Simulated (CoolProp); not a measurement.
Vapour-liquid equilibrium of carbon monoxide (1) + methane (2) at 101.7 K; x and y are mole fractions of (1).

The numbers come from the multi-fluid Helmholtz-energy mixture model, Lemmon 2006 and Setzmann 1991; pair parameters Kunz 2012 in CoolProp.

Question: Give the bubble pressure and the first vapour's composition at x = 0.05, 0.25, 0.35. Is there an azeotrope?

Answer: x = 0.05: 74.56 kPa, y = 0.471; x = 0.25: 215.8 kPa, y = 0.847; x = 0.35: 282.1 kPa, y = 0.894. No azeotrope shows between x = 0.05 and 0.95.

Pair parameters are fitted to limited data, so mixtures are less certain than the pure fluids.
